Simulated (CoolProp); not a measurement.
Aqueous magnesium chloride as a coolant, at -9 °C, 1 atm.

Computed with CoolProp (Melinder's fits for secondary coolants).

| mass % | freezing point (°C) | viscosity (mPa s) | density (kg/m³) | Prandtl number | cp (kJ/(kg K)) |
|---|---|---|---|---|---|
| 12.3 | -11.8 | 4.46 | 1112 | 29.5 | 3.423 |
| 14.6 | -16.0 | 4.91 | 1133 | 31.6 | 3.297 |
| 16.9 | -20.8 | 5.36 | 1154 | 33.6 | 3.178 |
| 19.2 | -26.4 | 6.23 | 1177 | 38.1 | 3.066 |
| 21.5 | -33.6 | 9.04 | 1202 | 54.3 | 2.964 |
| 23.8 | -43.4 | 21.7 | 1230 | 129 | 2.870 |
| 26.1 | -57.7 | 131 | 1264 | 793 | 2.784 |
